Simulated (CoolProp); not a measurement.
Properties of CH3F (R41) at several states (Tc = 317.3 K, pc = 5.906 MPa, ω = 0.200).

Values from CoolProp's reference Helmholtz-energy equation of state, Lemmon 2006. It is a short technical equation, of lower accuracy than the large ones.

```csv
T (K),p (MPa),phase,Joule-Thomson coefficient (K/MPa),isothermal compressibility (1/MPa),expansivity (1/kK)
321.6,24.5,supercritical,0.1830,0.006979,3.962
401.4,0.281,gas,7.826,3.589,2.565
216.5,0.461,liquid,-0.2280,0.002228,2.755
241.5,0.0443,gas,35.44,22.75,4.257
```
